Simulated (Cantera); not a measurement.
Feed: 1 mol Si3N4, 0.34 mol O2, a varied amount of H2, at 1750 K and 1.33 mbar.

These are equilibrium values from Cantera (NASA tables, ideal gas, pure condensed phases), not measurements of a reactor. Candidate condensed phases: H2O, Si, SiO2, Si2N2O, Si3N4; 35 gas species. Gases not in the tables: Si2H6 and higher silanes. The numbers say what is thermodynamically allowed, not how fast it happens.

What share of the Si ends up in condensed phases as a function of n(H2) (mol), at 52, 66, 83, 100, 130, 160, 210, 260, 330, 410, 510, 650?


| n(H2) (mol) | Si condensed (%) | as |
|---|---|---|
| 52 | 75.1 | Si(l) |
| 66 | 74.5 | Si(l) |
| 83 | 73.8 | Si(l) |
| 100 | 73.1 | Si(l) |
| 130 | 71.9 | Si(l) |
| 160 | 70.7 | Si(l) |
| 210 | 68.6 | Si(l) |
| 260 | 66.6 | Si(l) |
| 330 | 63.7 | Si(l) |
| 410 | 60.4 | Si(l) |
| 510 | 56.4 | Si(l) |
| 650 | 50.6 | Si(l) |
